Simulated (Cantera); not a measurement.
Charge: 1 mol Ta, 0.95 mol O2, 17 mol H2, held at 2.00 mbar.

These are equilibrium values from Cantera (NASA tables, ideal gas, pure condensed phases), not measurements of a reactor. Candidate condensed phases: H2O, Ta, Ta2O5; 12 gas species. Mutual solubility and eutectic melting of coexisting phases are not modelled. Condensed phases not in the tables: N, O or C dissolved in the metal. Equilibrium is a limit: real reactors are often held back by kinetics, nucleation or transport.

log p: log10 of the partial pressure in bar; n: condensed amount in mol.

```json
[
 {"T (°C)": "600", "log p H2": "-2.70", "log p H": "-11.68", "log p H2O": "-10.61", "log p TaO2": "<-14", "log p TaO": "<-14", "log p OH": "<-14", "log p O": "<-14", "n Ta(s)": "0.240", "n Ta2O5(s)": "0.380"},
 {"T (°C)": "700", "log p H2": "-2.70", "log p H": "-10.32", "log p H2O": "-9.64", "log p TaO2": "<-14", "log p TaO": "<-14", "log p OH": "<-14", "log p O": "<-14", "n Ta(s)": "0.240", "n Ta2O5(s)": "0.380"},
 {"T (°C)": "800", "log p H2": "-2.70", "log p H": "-9.20", "log p H2O": "-8.85", "log p TaO2": "<-14", "log p TaO": "<-14", "log p OH": "<-14", "log p O": "<-14", "n Ta(s)": "0.240", "n Ta2O5(s)": "0.380"},
 {"T (°C)": "900", "log p H2": "-2.70", "log p H": "-8.28", "log p H2O": "-8.21", "log p TaO2": "<-14", "log p TaO": "<-14", "log p OH": "<-14", "log p O": "<-14", "n Ta(s)": "0.240", "n Ta2O5(s)": "0.380"},
 {"T (°C)": "1000", "log p H2": "-2.70", "log p H": "-7.50", "log p H2O": "-7.67", "log p TaO2": "<-14", "log p TaO": "<-14", "log p OH": "-14.41", "log p O": "<-14", "n Ta(s)": "0.240", "n Ta2O5(s)": "0.380"},
 {"T (°C)": "1100", "log p H2": "-2.70", "log p H": "-6.83", "log p H2O": "-7.21", "log p TaO2": "-12.99", "log p TaO": "[?]", "log p OH": "-13.09", "log p O": "<-14", "n Ta(s)": "0.240", "n Ta2O5(s)": "0.380"},
 {"T (°C)": "1200", "log p H2": "-2.70", "log p H": "-6.25", "log p H2O": "-6.82", "log p TaO2": "-11.46", "log p TaO": "[?]", "log p OH": "-11.96", "log p O": "<-14", "n Ta(s)": "0.241", "n Ta2O5(s)": "0.380"},
 {"T (°C)": "1300", "log p H2": "-2.70", "log p H": "-5.74", "log p H2O": "-6.48", "log p TaO2": "-10.12", "log p TaO": "[?]", "log p OH": "-10.97", "log p O": "-14.08", "n Ta(s)": "0.241", "n Ta2O5(s)": "0.379"},
 {"T (°C)": "1400", "log p H2": "-2.70", "log p H": "-5.29", "log p H2O": "-6.19", "log p TaO2": "-8.95", "log p TaO": "[?]", "log p OH": "-10.10", "log p O": "-12.79", "n Ta(s)": "0.242", "n Ta2O5(s)": "0.379"},
 {"T (°C)": "1500", "log p H2": "-2.70", "log p H": "-4.90", "log p H2O": "-5.93", "log p TaO2": "-7.92", "log p TaO": "[?]", "log p OH": "-9.33", "log p O": "-11.63", "n Ta(s)": "0.244", "n Ta2O5(s)": "0.378"},
 {"T (°C)": "1600", "log p H2": "-2.71", "log p H": "-4.54", "log p H2O": "-5.70", "log p TaO2": "-7.01", "log p TaO": "[?]", "log p OH": "-8.65", "log p O": "-10.61", "n Ta(s)": "0.247", "n Ta2O5(s)": "0.376"},
 {"T (°C)": "1700", "log p H2": "-2.71", "log p H": "-4.23", "log p H2O": "-5.50", "log p TaO2": "-6.19", "log p TaO": "[?]", "log p OH": "-8.04", "log p O": "-9.68", "n Ta(s)": "0.249", "n Ta2O5(s)": "0.372"}
]
```

### Question
What belongs in the gaps?

### Answer

- 1100, log p TaO: -13.63
- 1200, log p TaO: -12.12
- 1300, log p TaO: -10.80
- 1400, log p TaO: -9.65
- 1500, log p TaO: -8.63
- 1600, log p TaO: -7.72
- 1700, log p TaO: -6.90
